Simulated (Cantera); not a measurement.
## Equilibrium for hydrogen reduction and annealing atmospheres: V2O5 + H2 + N2

Input: 1 mol V2O5, 6 mol H2, 24 mol N2, equilibrated at 0.263 Torr.

Equilibrium computed with Cantera from the NASA thermochemical tables; the gas is ideal and each condensed phase is pure. Candidate condensed phases: H2O, V, VN, VO, V2O3, V2O4, V2O5; 28 gas species. Condensed phases not in the tables: the oxides between V2O3 and V2O5 other than VO2. Rates play no part.

```csv
T (K),x N2,x H2,x H2O,x VO2,x H,x OH,x VO,x O,n V2O3(s)
775,0.800,0.133,0.0667,<1e-12,1.94e-11,<1e-12,<1e-12,<1e-12,1.00
875,0.800,0.133,0.0667,<1e-12,9.79e-10,<1e-12,<1e-12,<1e-12,1.00
975,0.800,0.133,0.0667,<1e-12,2.23e-8,2.03e-11,<1e-12,<1e-12,1.00
1075,0.800,0.133,0.0667,3.06e-12,2.86e-7,5.43e-10,<1e-12,<1e-12,1.00
1175,0.800,0.133,0.0667,3.08e-10,2.39e-6,8.34e-9,<1e-12,<1e-12,1.00
1275,0.800,0.133,0.0667,1.48e-8,1.44e-5,8.37e-8,3.19e-12,8.81e-12,1.00
1375,0.800,0.133,0.0667,3.99e-7,6.69e-5,6.02e-7,1.82e-10,2.78e-10,1.000
1475,0.800,0.133,0.0667,6.77e-6,0.000253,3.32e-6,5.87e-9,5.53e-9,1.000
1575,0.800,0.133,0.0666,7.92e-5,0.000810,1.47e-5,1.20e-7,7.54e-8,0.999
1675,0.799,0.132,0.0661,0.000680,0.00226,5.46e-5,1.69e-6,7.52e-7,0.990
1775,0.794,0.132,0.0638,0.00446,0.00562,0.000169,1.76e-5,5.63e-6,0.932
1875,0.777,0.134,0.0535,0.0218,0.0128,0.000399,0.000154,2.89e-5,0.661
```
x: gas mole fraction; n: condensed amount in mol.

From 775 K to 1875 K the condensed part is V2O3(s).
